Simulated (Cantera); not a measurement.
Input: 1 mol (CH3)2SiCl2, 0.11 mol C3H8, 23 mol H2, at 30.0 mbar.

Equilibrium computed with Cantera from the NASA thermochemical tables; the gas is ideal and each condensed phase is pure. Candidate condensed phases: C, C6H6, C7H8, C8H18, Si, SiC; 109 gas species. The feed counts by its element totals alone. The tables' values for SiCl, SiCl3 are old estimates; treat these amounts as uncertain. Gases not in the tables: Si2H6 and higher silanes. Equilibrium is a limit: real reactors are often held back by kinetics, nucleation or transport.

x: gas mole fraction; n: condensed amount in mol.

| T (K) | x H2 | x H | x HCl | x Si | n C(graphite) | n SiC(s) |
|---|---|---|---|---|---|---|
| 1050 | 0.927 | 4.51e-8 | 0.0708 | <1e-12 | 1.31 | 0.984 |
| 1200 | 0.927 | 1.10e-6 | 0.0727 | <1e-12 | 1.32 | 0.998 |
| 1350 | 0.927 | (withheld) | 0.0727 | (withheld) | 1.33 | 0.998 |
| 1500 | 0.927 | 9.79e-5 | 0.0726 | 2.56e-9 | 1.33 | 0.996 |
| 1650 | 0.927 | (withheld) | 0.0723 | (withheld) | 1.33 | 0.993 |
| 1800 | 0.925 | 0.00199 | 0.0719 | 2.55e-6 | 1.33 | 0.988 |
| 1950 | 0.921 | 0.00635 | 0.0710 | 3.60e-5 | 1.32 | 0.981 |
| 2100 | 0.910 | 0.0172 | 0.0694 | 0.000347 | 1.29 | 0.961 |
| 2250 | 0.884 | 0.0403 | 0.0663 | 0.00246 | 1.28 | 0.867 |
| 2400 | 0.825 | 0.0834 | 0.0604 | 0.0136 | 1.45 | 0.346 |

**Question.** Some entries are withheld; supply them.

**Answer.** 
- 1650, x H: 0.000505
- 1650, x Si: 1.11e-7
- 1350, x H: 1.32e-5
- 1350, x Si: 2.53e-11
